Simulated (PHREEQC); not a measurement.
Make-up at 25 °C: 0.028 mol/kgw MnSO4, 0.013 mol/kgw CuCl2 and 0.0035 mol/kgw NaF. Closed to the air; pH follows from the charge balance.

The numbers come from PHREEQC with the ion-association model, wateq4f.dat.

Problem. The ionic strength comes out as 0.104 mol/kgw. What activity coefficients do Mn+2, CuF+, Cu+2, CuCl+, Na+ get?

Solution. Mn+2 0.40, CuF+ 0.78, Cu+2 0.40, CuCl+ 0.77, Na+ 0.78.

This is a speciation only: nothing precipitates in the calculation. The solution is supersaturated, for example in Antlerite, Brochantite, so a real one may precipitate; this is no full list. Complexes and solids missing from the database can't appear.
